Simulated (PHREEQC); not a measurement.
Model water analysis in mmol/kgw, 20 °C, pH 8.21: Na 71.5; K 0.0358; Ca 0.227; Mg 3.18; Cl 71; S(6) 5.1; Alkalinity (meq/kgw) 0.0263; Si 0.691; Li 0.0145.

Cl is adjusted to close the charge balance.
Valence states are taken as typed.

The numbers come from PHREEQC with the Pitzer model, pitzer.dat.

This is a speciation only: nothing precipitates in the calculation.

### Question
Estimate the specific conductance, osmotic coefficient, density.

### Answer
specific conductance 7310 µS/cm; osmotic coefficient 0.921; density 1.002 g/cm³.

### Question
In which forms is Si present?

### Answer
H4SiO4 97 %, H3SiO4- 2.6 % of the Si.

Species that the database lacks are ignored.
